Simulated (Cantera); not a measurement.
Input (Python, Cantera) and output of one run.

```python
import numpy as np
import cantera as ct

gas_names = """
    H HO2 H2 H2O H2O2 O OH O2 O3 Si SiH SiH2 SiH3 SiH4 SiO SiO2 Si2 Si3
""".split()
cond_names = """
    H2O(s) H2O(L) Si(cr) Si(L) SiO2(Lqz) SiO2(hqz) SiO2(L)
""".split()


def load(file, names, dense=False):
    # The tables refer to 1 bar. Condensed volumes are neglected.
    table = {s.name: s for s in ct.Species.list_from_file(file)}
    out = []
    for n in names:
        d = dict(table[n].input_data)
        d["thermo"] = dict(d["thermo"], **{"reference-pressure": 1e5})
        if dense:
            d["equation-of-state"] = {"model": "constant-volume", "density": "1e6 g/cm^3"}
        out.append(ct.Species.from_dict(d))
    return out


gas = ct.Solution(thermo="ideal-gas", species=load("nasa_gas.yaml", gas_names))
cond = {s.name: ct.Solution(thermo="fixed-stoichiometry", species=[s], name=s.name)
        for s in load("nasa_condensed.yaml", cond_names, dense=True)}
atoms = {
    'SiO2': {'Si': 1, 'O': 2},
    'H2': {'H': 2},
    'H2O': {'H': 2, 'O': 1},
}
top_T = {}  # K; cautious upper limits of use, not melting points


def equilibrate(T, P, feed):
    n = {}
    for name, mol in feed.items():
        for a, k in atoms[name].items():
            n[a] = n.get(a, 0.0) + k * mol
    gas.TPX = T, P, n
    mass = sum(n.values()) * gas.mean_molecular_weight
    gas.equilibrate("TP")
    valid = [c for c in cond.values() if c.min_temp <= T <= top_T.get(c.name, c.max_temp)]
    mix = ct.Mixture([(gas, mass / gas.mean_molecular_weight)] + [(c, 0.0) for c in valid])
    mix.T, mix.P = T, P
    mix.equilibrate("TP", solver="vcs", rtol=1e-11, max_steps=5000)
    return mix


results = []
feed = {'SiO2': 1, 'H2': 1.9, 'H2O': 1.1}  # mol
T = 1148  # K
P = 133.322  # Pa
mix = equilibrate(T, P, feed)
results.append((T, P, feed, dict(zip(mix.species_names, mix.species_moles))))
x = sorted(zip(gas.X, gas.species_names), reverse=True)
print(f"T = {T:g} K  P = {P:g} Pa  gas = {mix.phase_moles(0):.4g} mol")
print("   x: " + "  ".join(f"{s} {v:.3e}" for v, s in x if v > 0.0001))
print("   condensed (mol): " + ("  ".join(f"{mix.phase(i).name} {mix.phase_moles(i):.4g}"
      for i in range(1, mix.n_phases) if mix.phase_moles(i) > 1e-12) or "none"))
```

Output:

```
T = 1148 K  P = 133.322 Pa  gas = 3 mol
   x: H2 6.333e-01  H2O 3.667e-01
   condensed (mol): SiO2(hqz) 1
```

Cantera equilibrium calculation (NASA polynomials, part measured and part estimated; ideal gas, pure solids and liquids). The tables hold silica as quartz up to 1696 K and as liquid above; real silica turns to tridymite and cristobalite and melts near 1996 K.
